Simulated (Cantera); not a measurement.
A perfectly stirred reactor is fed with CH3OH : O2 : N2 = 0.0027 : 0.055 : 1 (molar parts), equivalence ratio 0.074, at 4430 Torr; it is held at 1475 K, and followed from long to short residence time.

Cantera simulation using GRI-Mech 3.0 (53 species, 325 reactions); the numbers are that mechanism's predictions, not measurements. GRI-Mech 3.0 was tuned for natural gas; its chemistry of methanol as a main component is partial and can be far from experiment.

**Question.** What does this change do: temperature 1475 to 1600 K?

**Answer.** 
| quantity | before | after |
|---|---|---|
| x(CH3OH) at τ = 1.10 s | 2.63e-7 | 1.20e-7 |
| x(O2) at τ = 1.10 s | 0.0481 | 0.0481 |
| x(CH2) at τ = 1.10 s | <1e-12 | 1.98e-12 |
| x(OH) at τ = 1.10 s | 1.33e-5 | 2.53e-5 |
| x(C2H) at τ = 1.10 s | <1e-12 | <1e-12 |
| x(CH3OH) at τ = 13.0 ms | 7.06e-6 | 2.88e-6 |
| x(O2) at τ = 13.0 ms | 0.0482 | 0.0482 |
| x(CH2) at τ = 13.0 ms | 1.49e-11 | 4.61e-11 |
| x(OH) at τ = 13.0 ms | 3.24e-5 | 7.12e-5 |
| x(C2H) at τ = 13.0 ms | <1e-12 | <1e-12 |
